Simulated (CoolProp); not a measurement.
The fluid at 298.15 K and 0.296 MPa flows at 0.29 m/s in a round tube of 25 mm bore and 15 µm roughness, fully developed (64/Re and Nu = 3.66 if laminar; Colebrook and Gnielinski if turbulent). The same conditions are run with several fluids, on thermodynamics alone (safety and materials aside).

The numbers come from the reference Helmholtz-energy equation of state of each fluid (n-hexane: Thol 2019; ethylbenzene: Zhou 2012; m-xylene: Zhou 2012; o-xylene: Zhou 2012; n-pentane: Thol 2019) in CoolProp.

| fluid | Reynolds number | Darcy friction factor | pressure drop (Pa/m) | heat-transfer coefficient (W/(m² K)) | mass flow (kg/h) |
|---|---|---|---|---|---|
| n-hexane | 15900 | 0.0285 | ___ | ___ | 336 |
| ethylbenzene | 10200 | ___ | ___ | ___ | ___ |
| m-xylene | 10700 | 0.0313 | 45.2 | 459 | 441 |
| o-xylene | 8380 | 0.0332 | 49.0 | 406 | 449 |
| n-pentane | 25000 | ___ | 27.1 | ___ | 318 |

Question: What belongs in the gaps?

Answer: 
- n-hexane, pressure drop (Pa/m): 31.4
- n-hexane, heat-transfer coefficient (W/(m² K)): 545
- ethylbenzene, Darcy friction factor: 0.0316
- ethylbenzene, pressure drop (Pa/m): 45.9
- ethylbenzene, heat-transfer coefficient (W/(m² K)): 446
- ethylbenzene, mass flow (kg/h): 442
- n-pentane, Darcy friction factor: 0.0259
- n-pentane, heat-transfer coefficient (W/(m² K)): 645

Transport values come from each fluid's own correlations; those of ethylbenzene, n-pentane are estimates that may be off by 10 % or more.
